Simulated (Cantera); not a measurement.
A Cantera script and what it prints.

```python
import numpy as np
import cantera as ct

gas_names = [...]  # 109 gases of nasa_gas.yaml made of C, Cl, H, Si
cond_names = """
    C(gr) C6H6(L) C7H8(L) C8H18(L),n-octa Si(cr) Si(L) SiC(b)
""".split()


# ... load() reads the species with a 1 bar reference pressure and builds the phases ...
atoms = {
    'SiCl4': {'Si': 1, 'CL': 4},
    'CH4': {'C': 1, 'H': 4},
    'H2': {'H': 2},
}
top_T = {'C(gr)': 4500, 'SiC(b)': 3050}  # K; cautious upper limits of use, not melting points


# ... equilibrate(T, P, feed) seeds the gas with the atoms and calls Mixture.equilibrate('TP', solver="vcs", rtol=1e-11, max_steps=5000) ...
results = []
feed = {'SiCl4': 1, 'CH4': 0.13, 'H2': 230}  # mol
T = 1175  # K
P = 1000  # Pa
mix = equilibrate(T, P, feed)
results.append((T, P, feed, dict(zip(mix.species_names, mix.species_moles))))
print(gas.report(threshold=0.001))
for i in range(1, mix.n_phases):
    print(f"{mix.phase(i).name:16s} {mix.phase_moles(i):12.5e} mol")
```

It prints:

```
       temperature   1175 K
          pressure   1000 Pa
           density   0.00026901 kg/m^3
  mean mol. weight   2.6281 kg/kmol
   phase of matter   gas

                          1 kg             1 kmol
                     ---------------   ---------------
          enthalpy        9.3103e+06        2.4468e+07  J
   internal energy        5.5929e+06        1.4699e+07  J
           entropy             80367        2.1121e+05  J/K
    Gibbs function        -8.512e+07        -2.237e+08  J
 heat capacity c_p             11805             31023  J/K
 heat capacity c_v              8641             22709  J/K

                      mass frac. Y      mole frac. X     chem. pot. / RT
                     ---------------   ---------------   ---------------
               HCL           0.21904          0.015789           -42.904
                H2           0.75448           0.98354           -22.543
     [ +107 minor]          0.026479        0.00066769

C(gr)             0.00000e+00 mol
Si(cr)            7.15344e-01 mol
SiC(b)            1.29938e-01 mol
```

Equilibrium computed with Cantera from the NASA thermochemical tables; the gas is ideal and each condensed phase is pure. Mutual solubility and eutectic melting of coexisting phases are not modelled. The tables' values for SiCl3 are old estimates; treat these amounts as uncertain.
